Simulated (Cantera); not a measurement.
## Premixed flame

A freely propagating, adiabatic, planar premixed flame of CH₄ : O₂ : N₂ : CO₂ = 1 : 1.54 : 5.78 : 1.2 (molar parts), unburnt at 523 K and 5.00 bar; multicomponent transport, grid criteria slope 0.08 and curve 0.16, no radiation.

Cantera simulation using GRI-Mech 3.0 (53 species, 325 reactions); the numbers are that mechanism's predictions, not measurements. Burning velocities carry a grid error of a few per cent, more on coarse grids.

```tsv
z (mm)	T (K)	u (m/s)	x CH₄	x O₂	x CO₂	x HCO	x CH₂	x N₂O
-1.32	525	0.103	0.105	0.161	0.126	<1e-8	<1e-8	<1e-8
-0.881	538	0.106	0.103	0.160	0.125	<1e-8	<1e-8	<1e-8
-0.661	571	0.113	0.100	0.156	0.125	<1e-8	<1e-8	<1e-8
-0.441	712	0.142	0.0891	0.142	0.125	<1e-8	<1e-8	<1e-8
-0.220	1133	0.229	0.0558	0.0966	0.129	2.18e-8	<1e-8	3.09e-8
-0.110	1469	0.300	0.0287	0.0568	0.135	5.36e-7	1.13e-7	5.87e-8
0	1778	0.365	0.00662	0.0185	0.141	1.39e-6	4.29e-6	6.77e-8
0.110	1903	0.392	0.000768	0.00332	0.145	5.89e-7	3.99e-6	3.39e-8
0.220	1929	0.397	0.000112	0.000573	0.147	1.54e-7	7.45e-7	1.62e-8
0.441	1938	0.398	1.01e-5	4.20e-5	0.148	5.26e-8	4.26e-8	<1e-8
0.881	1942	0.399	1.36e-6	4.56e-6	0.148	2.58e-8	<1e-8	<1e-8
1.76	1943	0.399	3.24e-7	1.20e-6	0.148	1.42e-8	<1e-8	<1e-8
3.52	1944	0.399	5.43e-8	6.15e-7	0.148	1.06e-8	<1e-8	<1e-8
```
x: mole fraction of selected species; z is measured from the peak of heat release.

| Item | Result |
|---|---|
| laminar burning velocity | 10.2 cm/s |
| thermal thickness | 0.441 mm |
| peak x(HCO) | 1.40e-6 |
| peak x(CH₂) | 6.13e-6 |
| grid points | 136 |
